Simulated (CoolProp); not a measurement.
1000 sccm (0 °C, 1 atm) of nitrogen bubbles through liquid the fluoroketone C6F12O (FK-5-1-12) at 287.7 K and leaves saturated at a total pressure of 0.15 MPa (ideal gas phase). Each further row changes one setting.

Computed with CoolProp (reference Helmholtz-energy equation of state, McLinden 2015).

| case | vapour pressure (kPa) | mole fraction of vapour | delivery (mg/min) | delivery (sccm) | change of delivery for a bath 1 K warmer (%) |
|---|---|---|---|---|---|
| as stated | 25.5 | 0.170 | ? | 205 | ? |
| bath temperature 292.7 K | 31.9 | ? | ? | 271 | 5.8 |
| total pressure 0.3 MPa | 25.5 | 0.0850 | ? | ? | 5.2 |

Complete the blanks.


- as stated, delivery (mg/min): 2890
- as stated, change of delivery for a bath 1 K warmer (%): 5.7
- bath temperature 292.7 K, mole fraction of vapour: 0.213
- bath temperature 292.7 K, delivery (mg/min): 3820
- total pressure 0.3 MPa, delivery (mg/min): 1310
- total pressure 0.3 MPa, delivery (sccm): 92.9
